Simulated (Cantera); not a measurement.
A diamond (100) surface in a fixed gas of H2 with x(CH4) = 0.016, x(H) = 0.015, x(CH3) = 0.00095, at 1323 K; coverages are run to steady state.

Detailed kinetics in Cantera: the Harris–Goodwin 1993 mechanism for the reconstructed diamond (100) surface.

θ: site fractions in the mechanism's names (c6HH fully hydrogenated, c6H* and c6*H radical sites, c6** diradical, c6HM methylated).

| P (Pa) | growth (µm/h) | θ c6HH | θ c6H* | θ c6*H | θ c6** | θ c6HM |
|---|---|---|---|---|---|---|
| 560 | 0.874 | 0.366 | 0.0517 | 0.532 | 0.0494 | 0.000163 |
| 1000 | 1.79 | 0.366 | 0.0517 | 0.531 | 0.0494 | 0.000294 |
| 1900 | ? | 0.366 | 0.0517 | 0.531 | 0.0493 | ? |
| 3400 | 8.86 | 0.366 | 0.0517 | 0.531 | 0.0493 | 0.000958 |
| 6200 | 20.9 | 0.365 | 0.0517 | 0.530 | 0.0492 | 0.00163 |
| 11000 | ? | 0.365 | 0.0517 | 0.529 | 0.0492 | ? |
| 21000 | 128 | 0.364 | 0.0519 | 0.527 | 0.0491 | 0.00409 |
| 38000 | 299 | 0.363 | 0.0522 | 0.524 | 0.0491 | 0.00569 |

Q: Complete the blanks.

A: 
- 1900, growth (µm/h): 4.05
- 1900, θ c6HM: 0.000553
- 11000, growth (µm/h): 49.0
- 11000, θ c6HM: 0.00260
